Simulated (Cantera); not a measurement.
**Diamond growth**

A diamond (100) surface in a fixed gas of H2 with x(CH4) = 0.028, x(H) = 0.0018, at 1073 K, 0.0632 atm; coverages are run to steady state.

Model: the Harris–Goodwin 1993 mechanism for the reconstructed diamond (100) surface, integrated in Cantera.

| x(CH3) | growth (µm/h) | θ c6HH | θ c6H* | θ c6*H | θ c6** | θ c6HM |
|---|---|---|---|---|---|---|
| 1e-06 | 0.0313 | 0.538 | 0.0250 | 0.423 | 0.0147 | 0.000152 |
| 2.6e-06 | 0.0812 | 0.537 | 0.0250 | 0.422 | 0.0147 | 0.000395 |
| 6.7e-06 | 0.209 | 0.537 | 0.0250 | 0.422 | 0.0146 | 0.00102 |
| 1.7e-05 | 0.529 | 0.536 | 0.0249 | 0.421 | 0.0146 | 0.00257 |
| 4.5e-05 | 1.39 | 0.532 | 0.0248 | 0.418 | 0.0144 | 0.00675 |
| 0.00012 | 3.63 | 0.524 | 0.0244 | 0.411 | 0.0141 | 0.0176 |
| 0.0003 | 8.65 | 0.505 | 0.0234 | 0.396 | 0.0132 | 0.0421 |
| 0.00078 | 20.0 | 0.463 | 0.0213 | 0.360 | 0.0114 | 0.0977 |
| 0.002 | 40.3 | 0.386 | 0.0175 | 0.296 | 0.00817 | 0.197 |
θ: site fractions in the mechanism's names (c6HH fully hydrogenated, c6H* and c6*H radical sites, c6** diradical, c6HM methylated).
